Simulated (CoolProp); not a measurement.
The numbers come from the reference Helmholtz-energy equation of state, Setzmann 1991 in CoolProp.

Problem. For methane, give the phase and the cp (kJ/(kg K)), expansivity (1/kK), viscosity (µPa s), conductivity (mW/(m K)) at 101.85 °C and 22.3 MPa; 238.75 °C and 22.3 MPa.

Solution. 
- 101.85 °C and 22.3 MPa: supercritical; cp 3.13, expansivity 3.80, viscosity 18.8, conductivity 64.0
- 238.75 °C and 22.3 MPa: supercritical; cp 3.23, expansivity 2.23, viscosity 20.4, conductivity 81.3

Viscosity comes from a separate model (Quiñones-Cisneros 2006). Thermal conductivity comes from a separate model (Friend 1989).
